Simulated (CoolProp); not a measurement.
Properties of R22 at several states (Tc = 369.3 K, pc = 4.990 MPa, ω = 0.221).

Values from CoolProp's reference Helmholtz-energy equation of state, Kamei 1995.

```json
[
 {"T (K)": "418.6", "p (MPa)": "1.47", "phase": "gas", "Z": "0.9318", "cp (kJ/(kg K))": "…", "cv (kJ/(kg K))": "…", "viscosity (µPa s)": "19.3"},
 {"T (K)": "139.8", "p (MPa)": "0.0178", "phase": "liquid", "Z": "…", "cp (kJ/(kg K))": "…", "cv (kJ/(kg K))": "0.6909", "viscosity (µPa s)": "2540"},
 {"T (K)": "269.8", "p (MPa)": "0.0234", "phase": "gas", "Z": "0.9953", "cp (kJ/(kg K))": "0.6199", "cv (kJ/(kg K))": "…", "viscosity (µPa s)": "12.4"},
 {"T (K)": "456.4", "p (MPa)": "0.326", "phase": "gas", "Z": "0.9893", "cp (kJ/(kg K))": "…", "cv (kJ/(kg K))": "…", "viscosity (µPa s)": "20.8"},
 {"T (K)": "428.8", "p (MPa)": "10.2", "phase": "supercritical", "Z": "0.5218", "cp (kJ/(kg K))": "1.832", "cv (kJ/(kg K))": "0.8063", "viscosity (µPa s)": "32.1"},
 {"T (K)": "262.6", "p (MPa)": "1.12", "phase": "liquid", "Z": "0.03362", "cp (kJ/(kg K))": "1.139", "cv (kJ/(kg K))": "0.6650", "viscosity (µPa s)": "…"}
]
```

Question: What belongs in the gaps?

Answer: 
- 418.6, cp (kJ/(kg K)): 0.8358
- 418.6, cv (kJ/(kg K)): 0.7000
- 139.8, Z: 0.0007984
- 139.8, cp (kJ/(kg K)): 1.063
- 269.8, cv (kJ/(kg K)): 0.5214
- 456.4, cp (kJ/(kg K)): 0.8224
- 456.4, cv (kJ/(kg K)): 0.7205
- 262.6, viscosity (µPa s): 196

Viscosity comes from a separate model (Bell 2016), an estimate that may be off by 10 % or more.
